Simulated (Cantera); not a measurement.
Input (Python, Cantera):

```python
import numpy as np
import cantera as ct

gas = ct.Solution("gri30.yaml")
gas.TPX = 1725, 95000, {'C3H8': 0.72, 'H2': 1.9}
reactor = ct.IdealGasConstPressureReactor(gas, energy="off", clone=False)
net = ct.ReactorNet([reactor])
net.rtol, net.atol = 1e-08, 1e-18
show = ['C3H8', 'H2', 'C2H2', 'C2H4', 'C2H6', 'H']
times = np.geomspace(0.0004, 1, 12)

steps = ct.SolutionArray(gas, extra=["t"])
rows = []
print(f"{'t/s':>10s}{'T/K':>9s}{'P/Pa':>11s}" + "".join(f"{s:>11s}" for s in show))
for t in times:
    while net.time < t:
        t_next = net.step()
        steps.append(gas.state, t=t_next)
    rows.append([np.interp(t, steps.t, y) for y in (steps.T, steps.P, *steps(*show).X.T)])
    print(f"{t:10.3e}{rows[-1][0]:9.1f}{rows[-1][1]:11.4g}" + "".join(f"{x:11.3e}" for x in rows[-1][2:]))
rate = np.gradient(steps.T, steps.t)
print("integrator steps:", len(steps.t))
if steps.T.max() > steps.T[0] + 200:
    print(f"time of steepest temperature rise: {steps.t[rate.argmax()]:.4e} s")
gas.TPX = 1725, 95000, {'C3H8': 0.72, 'H2': 1.9}
gas.equilibrate("TP")
print(f"equilibrium (TP): T = {gas.T:.1f} K  " + "  ".join(f"{s} {gas[s].X[0]:.3e}" for s in show))
```

Output:

```
       t/s      T/K       P/Pa       C3H8         H2       C2H2       C2H4       C2H6          H
 4.000e-04   1725.0    9.5e+04  3.084e-07  6.389e-01  1.330e-01  6.058e-02  1.514e-04  1.190e-04
 8.146e-04   1725.0    9.5e+04  1.812e-07  6.510e-01  1.595e-01  2.888e-02  1.298e-04  1.239e-04
 1.659e-03   1725.0    9.5e+04  1.030e-07  6.608e-01  1.764e-01  9.696e-03  1.141e-04  1.288e-04
 3.379e-03   1725.0    9.5e+04  7.733e-08  6.686e-01  1.820e-01  5.807e-03  1.004e-04  1.317e-04
 6.881e-03   1725.0    9.5e+04  5.964e-08  6.798e-01  1.864e-01  5.669e-03  8.147e-05  1.353e-04
 1.401e-02   1725.0    9.5e+04  3.932e-08  6.965e-01  1.927e-01  5.671e-03  5.704e-05  1.410e-04
 2.854e-02   1725.0    9.5e+04  2.213e-08  7.166e-01  2.003e-01  5.746e-03  3.342e-05  1.487e-04
 5.813e-02   1725.0    9.5e+04  1.196e-08  7.348e-01  2.071e-01  5.887e-03  1.764e-05  1.571e-04
 1.184e-01   1725.0    9.5e+04  7.466e-09  7.464e-01  2.114e-01  6.012e-03  1.060e-05  1.634e-04
 2.411e-01   1725.0    9.5e+04  6.119e-09  7.506e-01  2.129e-01  6.063e-03  8.659e-06  1.660e-04
 4.910e-01   1725.0    9.5e+04  5.970e-09  7.511e-01  2.131e-01  6.070e-03  8.456e-06  1.663e-04
 1.000e+00   1725.0    9.5e+04  5.969e-09  7.511e-01  2.131e-01  6.070e-03  8.454e-06  1.663e-04
integrator steps: 1261
equilibrium (TP): T = 1725.0 K  C3H8 5.969e-09  H2 7.511e-01  C2H2 2.131e-01  C2H4 6.070e-03  C2H6 8.454e-06  H 1.663e-04
```

Detailed kinetics in Cantera: GRI-Mech 3.0 (53 species, 325 reactions). GRI-Mech 3.0 was tuned for natural gas; its chemistry of propane as a main component is partial and can be far from experiment. GRI-Mech 3.0 stops at C3 and has no aromatics, soot or wall deposition, so with more carbon than oxygen in the feed, carbon stays in small species such as C2H2 where larger ones or solid carbon would form.
